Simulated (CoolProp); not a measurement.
Tetrahydrofuran at 298.15 K and 0.0158 MPa is throttled through a valve to 0.00945 MPa with no heat exchange. Each further row changes one setting.

The numbers come from the reference Helmholtz-energy equation of state, Fiedler 2023 in CoolProp.

| case | temperature change (K) | final density (kg/m³) |
|---|---|---|
| as stated | [?] | [?] |
| outlet pressure 0.00283 MPa | [?] | 0.0825 |
| outlet pressure 0.0123 MPa | [?] | [?] |

**Question.** What belongs in the gaps?

**Answer.** 
- as stated, temperature change (K): -0.2
- as stated, final density (kg/m³): 0.276
- outlet pressure 0.00283 MPa, temperature change (K): -0.5
- outlet pressure 0.0123 MPa, temperature change (K): -0.1
- outlet pressure 0.0123 MPa, final density (kg/m³): 0.360
